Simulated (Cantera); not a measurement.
Feed: 1 mol c-C4F8, a varied amount of CH4, held at 1850 °C and 8.60 Pa.

These are equilibrium values from Cantera (NASA tables, ideal gas, pure condensed phases), not measurements of a reactor. Candidate condensed phases: C, C6H6, C7H8, C8H18; 95 gas species. The feed counts by its element totals alone. Gases not in the tables: C2F6 and larger saturated fluorocarbons. Rates play no part.

At 0.33 mol CH4, list the 6 most abundant gas species with their mole fractions, and the condensed phases.

F 0.703, HF 0.183, CF2 0.106, CF 0.00577, CF4 0.00115, CF3 0.000412. Condensed: C(graphite).
